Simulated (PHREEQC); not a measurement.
A solution holds 0.062 mol HF, 0.053 mol H2SiF6 and 6.8e-05 mol HCl per kg of water, at 25 °C and 10 atm. Closed to the air; pH follows from the charge balance.

Computed with PHREEQC (ion-association model, phreeqc.dat).

Each row changes one thing in this solution. No solid was allowed to form.

```
case                                    pH  ionic strength (mol/kgw)  HF (mol/kgw)  F- (mol/kgw)  HF2- (mol/kgw)  H4SiO4 (mol/kgw)  SI of Quartz (SiO2)
------------------------------------  ----  ------------------------  ------------  ------------  --------------  ----------------  -------------------
as made                               1.06                     0.160        0.0610      0.000679        0.000157           1.40e-8                -3.85
diluted 100-fold with water           2.90                   0.00158       0.00145      0.000804         4.46e-6          0.000274                +0.42
diluted 5-fold with water             1.72                    0.0323        0.0119      0.000505         2.29e-5           4.99e-6                -1.32
HCl from 6.8e-05 to 1.36e-05 mol/kgw  1.06                     0.160        0.0610      0.000679        0.000157           1.40e-8                -3.85
H2SiF6 from 0.053 to 0.0106 mol/kgw   1.68                    0.0347        0.0587       0.00227        0.000510          4.07e-10                -5.41
HF left out                           1.08                     0.155       0.00877      0.000100         3.35e-6           0.00148                +1.17
HF from 0.062 to 0.0062 mol/kgw       1.07                     0.157        0.0101      0.000114         4.36e-6          0.000666                +0.82
HCl left out                          1.06                     0.160        0.0610      0.000679        0.000157           1.40e-8                -3.86
```

Some of these states are supersaturated (in Quartz (slow to form), Chalcedony (slow to form), for instance). SiF6-2 is the database's only silicon fluoride.
